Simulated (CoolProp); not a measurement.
Properties of dodecamethylpentasiloxane (MD3M) at several states.

The numbers come from the reference Helmholtz-energy equation of state, Thol 2019 in CoolProp.

```csv
T (K),p (kPa),phase,density (kg/m³),cp (kJ/(kg K))
383.6,395,liquid,(withheld),(withheld)
557.2,440,liquid,(withheld),2.302
435.4,3620,liquid,745.0,(withheld)
```

Q: Complete the blanks.

A: 
- 383.6, density (kg/m³): 787.3
- 383.6, cp (kJ/(kg K)): 1.900
- 557.2, density (kg/m³): 577.8
- 435.4, cp (kJ/(kg K)): 1.998
